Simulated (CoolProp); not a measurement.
R404A along the isotherm 268.3 K: density (kg/m³) from the reference equation and from simpler models built on Tc = 345.3 K, pc = 3735 kPa, ω = 0.293; each cubic takes its own stable root.

Computed with CoolProp (reference Helmholtz-energy equation of state, Lemmon 2003). It is a pseudo-pure fit of the blend.

```csv
p (kPa),phase,reference
1240,liquid,1172
2490,liquid,1179
3730,liquid,1185
4980,liquid,1191
6220,liquid,1197
7470,liquid,1203
8710,liquid,1208
9960,liquid,1213
11200,liquid,1218
12400,liquid,1222
13700,liquid,1227
14900,liquid,1231
16200,liquid,1236
17400,liquid,1240
18700,liquid,1244
```

### Question
How far does each simpler model (van der Waals, Redlich-Kwong, Soave-Redlich-Kwong, Peng-Robinson) lie from the reference over these 15 states: mean and median of the absolute difference, and the worst?

### Answer
- van der Waals: mean 42.3 %, median 38.4 %, worst -94.0 % at 268.3 K and 1240 kPa
- Redlich-Kwong: mean 15.0 %, median 14.7 %, worst -17.9 % at 268.3 K and 1240 kPa
- Soave-Redlich-Kwong: mean 11.9 %, median 11.8 %, worst -13.4 % at 268.3 K and 1240 kPa
- Peng-Robinson: mean 0.7 %, median 0.6 %, worst -1.8 % at 268.3 K and 1240 kPa

At some of these states van der Waals gives the other phase, because its saturation line lies elsewhere.
